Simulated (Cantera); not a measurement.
**Low-pressure radical oxidation in H2/O2**

An isothermal, constant-pressure homogeneous reactor starts with H2 : O2 = 0.099 : 2.3 (molar parts), equivalence ratio 0.022, at 1023 K and 20.0 Torr.

Cantera simulation using GRI-Mech 3.0 (53 species, 325 reactions); the numbers are that mechanism's predictions, not measurements. Radical loss at walls, strong at low pressure, is not modelled. The temperature is held fixed by assumption; the heat of reaction is taken as removed at once.

| t (s) | x H2 | x O2 | x O | x H2O2 | x H | x HO2 | x OH |
|---|---|---|---|---|---|---|---|
| 3.00e-5 | 0.0413 | 0.959 | 9.34e-12 | <1e-12 | 3.47e-11 | 4.28e-11 | 8.32e-12 |
| 0.000172 | 0.0413 | 0.959 | 2.23e-10 | <1e-12 | 1.82e-10 | 2.50e-10 | 1.39e-10 |
| 0.000985 | 0.0413 | 0.959 | 5.28e-8 | 1.08e-12 | 2.72e-8 | 3.12e-9 | 2.65e-8 |
| 0.00565 | 0.00116 | 0.942 | 0.0132 | 2.64e-7 | 0.00480 | 1.15e-5 | 0.00167 |
| 0.0324 | 4.46e-5 | 0.957 | 0.000964 | 1.39e-7 | 6.11e-5 | 3.68e-6 | 0.000300 |
| 0.185 | 1.42e-6 | 0.958 | 3.56e-5 | 5.43e-8 | 4.33e-7 | 4.36e-7 | 5.76e-5 |
| 1.06 | 6.54e-8 | 0.958 | 2.15e-6 | 1.14e-8 | 6.47e-9 | 3.88e-8 | 1.43e-5 |
| 6.09 | 5.90e-9 | 0.958 | 2.27e-7 | 2.06e-9 | 2.22e-10 | 4.67e-9 | 4.64e-6 |
| 34.9 | 7.81e-10 | 0.958 | 3.20e-8 | 3.64e-10 | 1.17e-11 | 9.30e-10 | 1.74e-6 |
| 200 | 1.28e-10 | 0.958 | 5.36e-9 | 6.76e-11 | <1e-12 | 7.45e-10 | 7.10e-7 |
x: mole fraction; the columns are a selection and need not sum to one.

Equilibrium at this temperature and pressure: H2 4.53e-11, O2 0.958, O 1.88e-9, H2O2 2.53e-11, H <1e-12, HO2 1.09e-9, OH 4.20e-7 (gas phase only).
